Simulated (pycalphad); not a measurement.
## Phase fractions of Si-11.46Al (wt.%)

All values are pycalphad results on the COST 507 light-alloy database (1999) (1 atm), not direct measurements. These are 1990s assessments: newer ones move some temperatures and phases. Phase fractions are per mole of atoms.

```
T (°C)      liquid  diamond (Si)    fcc
------  ----------  ------------  -----
1377         1.000             -      -
1327         0.699         0.301      -
1277         0.476         0.524      -
1227    (withheld)    (withheld)      -
1177         0.313         0.687      -
1127    (withheld)    (withheld)      -
1077         0.244         0.756      -
1027         0.222         0.778      -
977          0.205         0.795      -
927          0.191         0.809      -
877          0.179         0.821      -
827          0.169         0.831      -
777          0.160         0.840      -
727          0.152         0.848      -
677          0.146         0.854      -
627          0.140         0.860      -
577              -         0.880  0.120
527              -         0.880  0.120
477              -         0.881  0.119
427              -         0.881  0.119
377              -         0.881  0.119
327              -         0.881  0.119
277              -         0.881  0.119
227              -         0.881  0.119
```

Fill in the missing entries.


- 1227, liquid: 0.373
- 1227, diamond (Si): 0.627
- 1127, liquid: 0.273
- 1127, diamond (Si): 0.727
